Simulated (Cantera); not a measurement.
Feed: 1 mol SiHCl3, 8.9 mol NH3, 11 mol N2, at 1373.15 K and 9.00 Torr.

Method: chemical equilibrium by Gibbs-energy minimisation in Cantera with the NASA 1993 tables (ideal gas, pure condensed phases). Candidate condensed phases: NH4Cl, Si, Si3N4; 28 gas species. The tables' values for SiCl3 are old estimates; treat these amounts as uncertain. Kinetics and transport are ignored.

Base state: N2 0.491, H2 0.410, HCl 0.0984, SiCl2 0.000441, SiCl3 4.52e-5, SiCl4 2.15e-5, H 1.95e-5 (mole fractions); condensed: Si3N4(s).

Q: What changes in the equilibrium state with this change: NH3 from 8.9 to 1 mol?

A: 
| species | before | after |
|---|---|---|
| N2 | 0.491 | 0.764 |
| HCl | 0.0984 | 0.163 |
| H2 | 0.410 | 0.0577 |
| SiCl2 | 0.000441 | 0.00638 |
| SiCl4 | 2.15e-5 | 0.00604 |
| SiCl3 | 4.52e-5 | 0.00289 |
| SiHCl3 | 5.66e-6 | 0.000136 |
| Cl | 3.88e-6 | 1.71e-5 |
| H | 1.95e-5 | 7.32e-6 |
| Si3N4(s), mol | 0.328 | 0.259 |
